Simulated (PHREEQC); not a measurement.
Dissolve 0.097 mol Cu(NO3)2 and 0.21 mol FeCl3 per kg of water at 44 °C. It is in equilibrium with CO2 at log p = -3.4 (atm). Otherwise closed; pH follows from the charge balance.

All values are PHREEQC results (ion-association model, wateq4f.dat), not measurements.

| quantity | before | after |
|---|---|---|
| pH | 1.81 | 1.89 |
| ionic strength (mol/kgw) | 0.928 | 1.28 |
| HCO3- (mol/kgw) | 4.35e-10 | 5.29e-10 |

Task: Which change was made?
A) diluted 5-fold with water
B) diluted 100-fold with water
C) 0.29 mol/kgw CsOH added
D) Cu(NO3)2 replaced by CuCl2 at the same molality
E) Cu(NO3)2 replaced by Al(NO3)3 at the same molality

Result: E, Cu(NO3)2 replaced by Al(NO3)3 at the same molality

Precipitation was switched off in this run. The ionic strength passes 0.7 mol/kgw, the rough limit of the ion-association models, in every such run. Some of these states are supersaturated (in Hematite (slow to form), Goethite (slow to form), for instance). At this temperature some constants are extrapolated from 25 °C, and those without enthalpy data are left unchanged.
